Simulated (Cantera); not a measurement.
Input: 1 mol Si, 3.4 mol Cl₂, equilibrated at 1623.15 K and 0.120 bar.

Cantera equilibrium calculation (NASA polynomials, part measured and part estimated; ideal gas, pure solids and liquids). Candidate condensed phases: Si; 9 gas species. The tables' values for SiCl₃ are old estimates; treat these amounts as uncertain. Kinetics and transport are ignored.

Base state: Cl₂ 0.401, SiCl₄ 0.368, Cl 0.230, SiCl₃ 0.000260 (mole fractions); condensed: gas only.

Q: What changes in the equilibrium state with this change: temperature from 1623.15 K to 800 K?

A: 
```tsv
species	before	after
Cl₂	0.401	0.583
SiCl₄	0.368	0.417
Cl	0.230	2.06e-5
SiCl₃	0.000260	<1e-9
```

Q: What changes in the equilibrium state with this change: temperature from 1623.15 K to 598.15 K?

A: 
| species | before | after |
|---|---|---|
| Cl₂ | 0.401 | 0.583 |
| SiCl₄ | 0.368 | 0.417 |
| Cl | 0.230 | 4.00e-8 |
| SiCl₃ | 0.000260 | <1e-9 |
